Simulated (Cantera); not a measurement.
An adiabatic, constant-pressure homogeneous reactor starts with CO : H2 : O2 : N2 : H2O = 1 : 0.049 : 0.541 : 5.08 : 1.6 (molar parts), equivalence ratio 0.97, at 1700 K and 0.200 bar. Integrator tolerance rtol = 1e-08.

Computed with Cantera and GRI-Mech 3.0 (53 species, 325 reactions).

```tsv
quantity	before	after
time of steepest temperature rise	0.289 ms	0.178 ms
temperature at 9.00 s	2311 K	2451 K
equilibrium temperature	2311 K	2451 K
x(CO) at 9.00 s	0.0241 (gas-phase equilibrium 0.0241)	0.0550 (gas-phase equilibrium 0.0550)
x(H2) at 9.00 s	0.00817 (gas-phase equilibrium 0.00817)	0.0185 (gas-phase equilibrium 0.0185)
x(O2) at 9.00 s	0.0141 (gas-phase equilibrium 0.0141)	0.0315 (gas-phase equilibrium 0.0315)
x(NO) at 9.00 s	0.00377 (gas-phase equilibrium 0.00377)	0.00578 (gas-phase equilibrium 0.00578)
x(CO2) at 9.00 s	0.102 (gas-phase equilibrium 0.102)	0.153 (gas-phase equilibrium 0.153)
x(H) at 9.00 s	0.00208 (gas-phase equilibrium 0.00208)	0.00619 (gas-phase equilibrium 0.00619)
```

### Question
Name the change that produced these shifts.
(A) pressure from 0.200 bar to 5.00 bar
(B) constant volume in place of constant pressure
(C) H2 0.049 to 0.087 parts
(D) N2 5.08 to 1.9 parts

### Answer
D, N2 5.08 to 1.9 parts
